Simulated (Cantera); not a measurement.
Cantera run:

```python
import numpy as np
import cantera as ct

gas_names = """
    C CN CO CO2 C2 CCN CNC C2N2 C2O C3 C3O2 C4 C4N2 C5 N NCO NO NO2 NO3 N2 N2O O O2 O3 Si SiC SiC2 SiN
    SiO SiO2 Si2 Si2C Si2N Si3
""".split()
cond_names = """
    C(gr) Si(cr) Si(L) SiC(b) SiO2(Lqz) SiO2(hqz) SiO2(L) Si2N2O(s) Si3N4(a)
""".split()


def load(file, names, dense=False):
    # The tables refer to 1 bar. Condensed volumes are neglected.
    table = {s.name: s for s in ct.Species.list_from_file(file)}
    out = []
    for n in names:
        d = dict(table[n].input_data)
        d["thermo"] = dict(d["thermo"], **{"reference-pressure": 1e5})
        if dense:
            d["equation-of-state"] = {"model": "constant-volume", "density": "1e6 g/cm^3"}
        out.append(ct.Species.from_dict(d))
    return out


gas = ct.Solution(thermo="ideal-gas", species=load("nasa_gas.yaml", gas_names))
cond = {s.name: ct.Solution(thermo="fixed-stoichiometry", species=[s], name=s.name)
        for s in load("nasa_condensed.yaml", cond_names, dense=True)}
atoms = {
    'SiC': {'Si': 1, 'C': 1},
    'N2O': {'N': 2, 'O': 1},
    'N2': {'N': 2},
}
top_T = {'C(gr)': 4500, 'SiC(b)': 3050, 'Si2N2O(s)': 2100, 'Si3N4(a)': 2400}  # K; cautious upper limits of use, not melting points


def equilibrate(T, P, feed):
    n = {}
    for name, mol in feed.items():
        for a, k in atoms[name].items():
            n[a] = n.get(a, 0.0) + k * mol
    gas.TPX = T, P, n
    mass = sum(n.values()) * gas.mean_molecular_weight
    gas.equilibrate("TP")
    valid = [c for c in cond.values() if c.min_temp <= T <= top_T.get(c.name, c.max_temp)]
    mix = ct.Mixture([(gas, mass / gas.mean_molecular_weight)] + [(c, 0.0) for c in valid])
    mix.T, mix.P = T, P
    mix.equilibrate("TP", solver="vcs", rtol=1e-11, max_steps=5000)
    return mix


results = []
feed = {'SiC': 1, 'N2O': 0.043, 'N2': 220}  # mol
T = 1173.15  # K
P = 100000  # Pa
mix = equilibrate(T, P, feed)
results.append((T, P, feed, dict(zip(mix.species_names, mix.species_moles))))
x = sorted(zip(gas.X, gas.species_names), reverse=True)
print(f"T = {T:g} K  P = {P:g} Pa  gas = {mix.phase_moles(0):.4g} mol")
print("   x: " + "  ".join(f"{s} {v:.3e}" for v, s in x if v > 0.0001))
print("   condensed (mol): " + ("  ".join(f"{mix.phase(i).name} {mix.phase_moles(i):.4g}"
      for i in range(1, mix.n_phases) if mix.phase_moles(i) > 1e-12) or "none"))
```

Result:

```
T = 1173.15 K  P = 100000 Pa  gas = 219.4 mol
   x: N2 1.000e+00
   condensed (mol): C(gr) 1  Si2N2O(s) 0.04299  Si3N4(a) 0.3047
```

These are equilibrium values from Cantera (NASA tables, ideal gas, pure condensed phases), not measurements of a reactor. Mutual solubility and eutectic melting of coexisting phases are not modelled.
